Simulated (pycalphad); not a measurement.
CALPHAD calculation (pycalphad, COST 507 light-alloy database (1999)), 1 atm. The data set is of 1999 and partly superseded. Amounts are mole fractions of atoms. Diffusion is slow at the low end, where real alloys seldom reach equilibrium.

**Question.** Give the equilibrium state of Mn-11.88Si (wt.%) at 550 K.

**Answer.** 
```
T = 550.00 K, P = 101325 Pa, N = 1 mol of atoms
G = -35132 J/mol, H = -8281 J/mol, S = 48.82 J/(mol K)  (SER reference)
chemical potentials (J/mol): Mn -22937, Si -81372
phase             fraction      x(Mn)      x(Si)
MN9SI2              0.5507     0.8250     0.1750
MN3SI               0.4493     0.7500     0.2500
```

Database names, with the compositions (at.%) that they take in these runs: MN9SI2: Mn 82 Si 18; MN3SI: Mn 75 Si 25.
